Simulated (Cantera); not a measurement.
## Premixed flame

A freely propagating, adiabatic, planar premixed flame of 11.1 % CH₄, 7.02 % CO, 17.2 % O₂, 64.7 % N₂, unburnt at 475 K and 10.0 bar; unity-Lewis-number transport, grid criteria slope 0.08 and curve 0.16, no radiation.

Model: GRI-Mech 3.0 (53 species, 325 reactions), integrated in Cantera. Unity Lewis numbers drop preferential diffusion, which matters most where H2 and H carry the flame. Burning velocities carry a grid error of a few per cent, more on coarse grids.

| z (mm) | T (K) | u (m/s) | x CH₄ | x CO | x O₂ | x H₂ | x CH₃ | x O |
|---|---|---|---|---|---|---|---|---|
| -0.531 | 477 | 0.125 | 0.111 | 0.0703 | 0.172 | 3.38e-5 | <1e-8 | <1e-8 |
| -0.354 | 489 | 0.128 | 0.111 | 0.0705 | 0.170 | 0.000299 | <1e-8 | <1e-8 |
| -0.265 | 526 | 0.138 | 0.108 | 0.0712 | 0.167 | 0.00108 | 1.14e-8 | <1e-8 |
| -0.177 | 682 | 0.179 | 0.0982 | 0.0744 | 0.152 | 0.00448 | 3.77e-7 | <1e-8 |
| -0.0884 | 1168 | 0.311 | 0.0639 | 0.0853 | 0.102 | 0.0160 | 4.63e-5 | 1.32e-7 |
| -0.0442 | 1553 | 0.417 | 0.0354 | 0.0947 | 0.0595 | 0.0261 | 0.000413 | 3.94e-6 |
| 0 | 1904 | 0.517 | 0.0114 | 0.103 | 0.0205 | 0.0361 | 0.00112 | 2.05e-5 |
| 0.0442 | 2052 | 0.560 | 0.00393 | 0.104 | 0.00500 | 0.0413 | 0.000666 | 1.04e-5 |
| 0.0884 | 2090 | 0.571 | 0.00234 | 0.104 | 0.00144 | 0.0446 | 0.000332 | 2.93e-6 |
| 0.177 | 2102 | 0.575 | 0.00145 | 0.104 | 0.000207 | 0.0483 | 0.000142 | 5.40e-7 |
| 0.354 | 2101 | 0.576 | 0.000813 | 0.105 | 9.07e-6 | 0.0515 | 6.69e-5 | 2.33e-7 |
| 0.707 | 2097 | 0.576 | 0.000346 | 0.108 | 2.96e-7 | 0.0536 | 2.72e-5 | 2.12e-7 |
| 1.41 | 2095 | 0.576 | 7.68e-5 | 0.109 | 2.58e-7 | 0.0547 | 5.94e-6 | 2.10e-7 |
x: mole fraction of selected species; z is measured from the peak of heat release.

| Quantity | Result |
|---|---|
| laminar burning velocity | 12.4 cm/s |
| thermal thickness | 0.177 mm |
| peak x(H₂) | 0.0550 |
| peak x(CH₃) | 0.00112 |
| peak x(O) | 2.07e-5 |
| grid points | 130 |
